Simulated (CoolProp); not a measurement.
n-heptane along the isobar 0.191 MPa: fugacity coefficient from the reference equation and from simpler models built on Tc = 541.2 K, pc = 2.774 MPa, ω = 0.349; each cubic takes its own stable root.

Values from CoolProp's reference Helmholtz-energy equation of state, Span 2003. It is a short technical equation, of lower accuracy than the large ones.

```
T (K)  phase  reference
-----  -----  ---------
433.3    gas     0.9462
454.2    gas     0.9547
475      gas     0.9615
495.8    gas     0.9670
516.7    gas     0.9716
537.5    gas     0.9754
558.3    gas     0.9785
579.2    gas     0.9812
600      gas     0.9835
```

Task: How far does each simpler model (Redlich-Kwong, Peng-Robinson) lie from the reference over these 9 states: mean and median of the absolute difference, and the worst?

Result: 
- Redlich-Kwong: mean 0.3 %, median 0.2 %, worst +1.1 % at 433.3 K and 0.191 MPa
- Peng-Robinson: mean 0.2 %, median 0.2 %, worst +0.2 % at 433.3 K and 0.191 MPa
